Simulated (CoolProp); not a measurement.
A simple Rankine cycle with R1224YDZ: condensing at 321.15 K, boiler at 1.82 MPa, turbine inlet 397.5 K, turbine efficiency 0.85, pump efficiency 0.8, no recuperator. Each further row changes one setting.

Computed with CoolProp (reference Helmholtz-energy equation of state, Akasaka 2023).

```csv
case,thermal efficiency (%),net work (kJ/kg),heat in (kJ/kg),turbine exit temperature (K),volume ratio over the turbine
as stated,12.1,[?],196,[?],[?]
turbine inlet 417.5 K,12.1,26.6,[?],367.4,6.49
condensing temperature 313.15 K,13.3,27.2,205,337.4,8.97
boiler pressure 1.27 MPa,10.1,[?],[?],359.5,4.34
turbine efficiency 0.75,10.6,[?],196,346.3,7.12
```

Problem. Complete the blanks.

Solution. 
- as stated, net work (kJ/kg): 23.6
- as stated, turbine exit temperature (K): 343.0
- as stated, volume ratio over the turbine: 7.03
- turbine inlet 417.5 K, heat in (kJ/kg): 221
- boiler pressure 1.27 MPa, net work (kJ/kg): 21.1
- boiler pressure 1.27 MPa, heat in (kJ/kg): 208
- turbine efficiency 0.75, net work (kJ/kg): 20.7
